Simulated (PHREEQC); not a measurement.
A solution holds 0.0073 mol FeCl3, 0.0094 mol ZnCl2, 0.00019 mol NaF and 5.4e-05 mol NaCl per kg of water, at 20 °C. Closed to the air; pH follows from the charge balance.

The numbers come from PHREEQC with the ion-association model, phreeqc.dat.

Each row changes one thing in this solution. This is a speciation only: nothing precipitates in the calculation.

```json
[
 {"case": "as made", "pH": "2.50", "ionic strength (mol/kgw)": "0.0637", "Cl- (mol/kgw)": "0.0392", "Zn+2 (mol/kgw)": "0.00906", "Fe+3 (mol/kgw)": "0.00246", "FeOH+2 (mol/kgw)": "0.00186", "SI of Goethite (FeOOH)": "+5.04", "SI of Halite (NaCl)": "-6.77"},
 {"case": "FeCl3 from 0.0073 to 0.00657 mol/kgw", "pH": "2.53", "ionic strength (mol/kgw)": "…", "Cl- (mol/kgw)": "0.0372", "Zn+2 (mol/kgw)": "0.00907", "Fe+3 (mol/kgw)": "0.00216", "FeOH+2 (mol/kgw)": "0.00178", "SI of Goethite (FeOOH)": "+5.10", "SI of Halite (NaCl)": "-6.79"},
 {"case": "ZnCl2 from 0.0094 to 0.094 mol/kgw", "pH": "2.63", "ionic strength (mol/kgw)": "0.292", "Cl- (mol/kgw)": "0.195", "Zn+2 (mol/kgw)": "0.0837", "Fe+3 (mol/kgw)": "0.00151", "FeOH+2 (mol/kgw)": "0.00132", "SI of Goethite (FeOOH)": "+4.94", "SI of Halite (NaCl)": "-6.18"},
 {"case": "FeCl3 from 0.0073 to 0.0146 mol/kgw", "pH": "2.30", "ionic strength (mol/kgw)": "0.0993", "Cl- (mol/kgw)": "0.0586", "Zn+2 (mol/kgw)": "0.00896", "Fe+3 (mol/kgw)": "0.00532", "FeOH+2 (mol/kgw)": "0.00240", "SI of Goethite (FeOOH)": "+4.69", "SI of Halite (NaCl)": "-6.63"},
 {"case": "NaF replaced by Na2CO3 at the same molality", "pH": "2.52", "ionic strength (mol/kgw)": "0.0639", "Cl- (mol/kgw)": "0.0392", "Zn+2 (mol/kgw)": "0.00906", "Fe+3 (mol/kgw)": "0.00244", "FeOH+2 (mol/kgw)": "0.00193", "SI of Goethite (FeOOH)": "+5.09", "SI of Halite (NaCl)": "-6.52"},
 {"case": "0.0067 mol/kgw KOH added", "pH": "3.19", "ionic strength (mol/kgw)": "0.0654", "Cl- (mol/kgw)": "0.0401", "Zn+2 (mol/kgw)": "0.00905", "Fe+3 (mol/kgw)": "0.000560", "FeOH+2 (mol/kgw)": "0.00207", "SI of Goethite (FeOOH)": "+6.47", "SI of Halite (NaCl)": "…"},
 {"case": "temperature from 20 to 50 °C", "pH": "2.36", "ionic strength (mol/kgw)": "0.0588", "Cl- (mol/kgw)": "0.0385", "Zn+2 (mol/kgw)": "0.00835", "Fe+3 (mol/kgw)": "0.00113", "FeOH+2 (mol/kgw)": "0.00320", "SI of Goethite (FeOOH)": "+5.27", "SI of Halite (NaCl)": "-6.81"},
 {"case": "temperature from 20 to 15 °C", "pH": "2.53", "ionic strength (mol/kgw)": "0.0644", "Cl- (mol/kgw)": "0.0393", "Zn+2 (mol/kgw)": "0.00913", "Fe+3 (mol/kgw)": "0.00274", "FeOH+2 (mol/kgw)": "0.00164", "SI of Goethite (FeOOH)": "+5.00", "SI of Halite (NaCl)": "-6.77"}
]
```

Problem. Some entries are withheld; supply them.

Solution. 
- FeCl3 from 0.0073 to 0.00657 mol/kgw, ionic strength (mol/kgw): 0.0600
- 0.0067 mol/kgw KOH added, SI of Halite (NaCl): -6.76

Some of these states are supersaturated (in Hematite (slow to form), Goethite (slow to form), Fe(OH)3(a), for instance). Away from 25 °C the constants follow the database's enthalpies or fits; those with neither stay at their 25 °C values. Fluoro complexes past AlF4- and FeF3 are missing from the database.
